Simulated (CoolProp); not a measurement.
Saturated liquid density (kg/m³) of 1-butene: the reference equation beside estimates from Tc = 146.1 °C, pc = 4.006 MPa, ω = 0.192. Rackett uses Z = 0.29056 − 0.08775 ω.

The numbers come from the reference Helmholtz-energy equation of state, Lemmon 2005 in CoolProp. It is a short technical equation, of lower accuracy than the large ones.

```
T (°C)  reference  Rackett  van der Waals  Redlich-Kwong  Soave-Redlich-Kwong
------  ---------  -------  -------------  -------------  -------------------
-63.05      687.6    681.3          422.4          627.1                635.0
-55.25        [?]    673.5          417.9          619.8                628.4
-47.35      670.9    665.5          413.3          612.1                621.5
-39.55      662.5    657.5          408.6          604.2                614.4
-31.65      654.0    649.2          403.8          595.9                606.9
-23.85      645.4    640.9          398.9          587.5                599.2
-15.95      636.6    632.3          393.7          578.6                591.0
-8.05         [?]      [?]          388.4          569.5                582.5
-0.25       618.6    614.6          383.0          560.1                573.8
7.65          [?]    605.4          377.4          550.2                564.5
15.45         [?]    596.1          371.7          540.1                555.0
23.35       590.2    586.4          365.7          529.4                544.8
```

What belongs in the gaps?


- -55.25, reference: 679.3
- -8.05, reference: 627.6
- -8.05, Rackett: 623.5
- 7.65, reference: 609.3
- 15.45, reference: 600.0

Absolute difference from the reference over all 12 rows, mean and median: Rackett 0.7 and 0.7 %, van der Waals 38.2 and 38.2 %, Redlich-Kwong 9.2 and 9.0 %, Soave-Redlich-Kwong 7.4 and 7.3 %.
